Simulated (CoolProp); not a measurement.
Saturation properties of ethylene.

The numbers come from the reference Helmholtz-energy equation of state, Smukala 2000 in CoolProp.

```json
[
 {"T (K)": "170.9", "p (MPa)": "0.1107", "liquid density (kg/m³)": "565.5", "enthalpy of vaporisation (kJ/kg)": "[?]", "liquid cp (kJ/(kg K))": "2.420", "vapour Z": "0.9646", "surface tension (mN/m)": "16.1"},
 {"T (K)": "181.3", "p (MPa)": "0.1943", "liquid density (kg/m³)": "550.3", "enthalpy of vaporisation (kJ/kg)": "464.4", "liquid cp (kJ/(kg K))": "2.445", "vapour Z": "0.9474", "surface tension (mN/m)": "14.3"},
 {"T (K)": "191.8", "p (MPa)": "0.3205", "liquid density (kg/m³)": "534.3", "enthalpy of vaporisation (kJ/kg)": "447.1", "liquid cp (kJ/(kg K))": "2.485", "vapour Z": "[?]", "surface tension (mN/m)": "12.6"},
 {"T (K)": "202.2", "p (MPa)": "0.4979", "liquid density (kg/m³)": "517.6", "enthalpy of vaporisation (kJ/kg)": "428.3", "liquid cp (kJ/(kg K))": "2.543", "vapour Z": "0.8986", "surface tension (mN/m)": "10.9"},
 {"T (K)": "212.6", "p (MPa)": "0.7393", "liquid density (kg/m³)": "500.0", "enthalpy of vaporisation (kJ/kg)": "407.4", "liquid cp (kJ/(kg K))": "2.624", "vapour Z": "0.8667", "surface tension (mN/m)": "9.29"},
 {"T (K)": "223.1", "p (MPa)": "1.060", "liquid density (kg/m³)": "480.9", "enthalpy of vaporisation (kJ/kg)": "383.7", "liquid cp (kJ/(kg K))": "2.738", "vapour Z": "0.8288", "surface tension (mN/m)": "7.68"},
 {"T (K)": "233.5", "p (MPa)": "1.467", "liquid density (kg/m³)": "460.2", "enthalpy of vaporisation (kJ/kg)": "356.8", "liquid cp (kJ/(kg K))": "2.902", "vapour Z": "0.7849", "surface tension (mN/m)": "6.12"},
 {"T (K)": "244", "p (MPa)": "1.983", "liquid density (kg/m³)": "[?]", "enthalpy of vaporisation (kJ/kg)": "325.2", "liquid cp (kJ/(kg K))": "3.152", "vapour Z": "[?]", "surface tension (mN/m)": "4.61"},
 {"T (K)": "254.4", "p (MPa)": "2.611", "liquid density (kg/m³)": "410.2", "enthalpy of vaporisation (kJ/kg)": "287.3", "liquid cp (kJ/(kg K))": "3.571", "vapour Z": "0.6718", "surface tension (mN/m)": "3.19"},
 {"T (K)": "264.8", "p (MPa)": "3.374", "liquid density (kg/m³)": "377.2", "enthalpy of vaporisation (kJ/kg)": "[?]", "liquid cp (kJ/(kg K))": "4.447", "vapour Z": "0.5960", "surface tension (mN/m)": "1.85"}
]
```

**Question.** Some entries are withheld; supply them.

**Answer.** 
- 170.9, enthalpy of vaporisation (kJ/kg): 480.2
- 191.8, vapour Z: 0.9253
- 244, liquid density (kg/m³): 436.9
- 244, vapour Z: 0.7330
- 264.8, enthalpy of vaporisation (kJ/kg): 239.0

It boils at 169.4 K under 1 atm.

Surface tension comes from a separate correlation (Mulero 2012).
